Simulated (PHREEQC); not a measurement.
Make-up at 25 °C: 80 mmol/kgw Cu(NO3)2, 100 mmol/kgw HNO3 and 0.063 mmol/kgw FeCl3. Closed to the air; pH follows from the charge balance.

Model: ion-association model, phreeqc.dat, run in PHREEQC.

Each row changes one thing in this solution. This is a speciation only: nothing precipitates in the calculation.

```tsv
case	pH	CuOH+ (mol/kgw)
as made	1.11	4.21e-9
0.0058 mol/kgw NaHCO3 added	1.14	4.46e-9
Cu(NO3)2 from 0.08 to 0.008 mol/kgw	1.09	4.87e-10
FeCl3 from 6.3e-05 to 1.26e-05 mol/kgw	1.11	4.21e-9
FeCl3 left out	1.11	4.21e-9
temperature from 25 to 10 °C	1.11	4.26e-9
```

Some of these states are supersaturated (in Hematite (slow to form), for instance). Constants without temperature data keep their 25 °C values here.
